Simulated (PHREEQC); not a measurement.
0.31 g of hydrous ferric oxide (600 m²/g; 0.2 weak and 0.005 strong sites per Fe, Dzombak-Morel constants, diffuse double layer) in 1 kg of water with 0.005 mol/kgw of an inert sodium salt and 5.6e-05 mol NaF and 1e-06 mol H3BO3, at 25 °C; the pH is set by adding NaOH or the inert anion's acid. Oxygen alone is held at its pressure in air (log pO2 = -0.68). CO2 from the air is kept out. Precipitation was switched off in this run.

Base run: PHREEQC, ion-association model, wateq4f.dat. Each further column changes one thing. The table gives F sorbed (%).

```csv
pH,base,no electrostatic term (-no_edl),background salt from 0.005 to 0.0005 mol/kgw,oxide from 0.31 to 1.6 g/kgw,0.00045 mol/kgw ZnSO4 added
3,96.2,0.7,98.4,99.3,17.4
3.75,96.8,1.3,98.7,99.4,27.4
4.5,93.9,1.6,96.9,99.0,29.2
5.25,84.1,1.6,89.4,97.1,26.3
6,60.0,1.7,66.3,89.9,21.2
6.75,27.2,1.8,30.4,66.9,15.6
7.5,7.4,2.1,8.1,29.4,10.4
8.25,1.6,2.0,1.6,7.5,4.2
9,0.3,1.2,0.3,1.6,1.0
```

Real BF4- forms and hydrolyses slowly; the run takes it at equilibrium. The oxide is taken as insoluble; below pH 4 it would dissolve. In at least one series the solution becomes supersaturated in solids that the run did not let form, among them Zn(OH)2-e, Zn4(OH)6SO4.
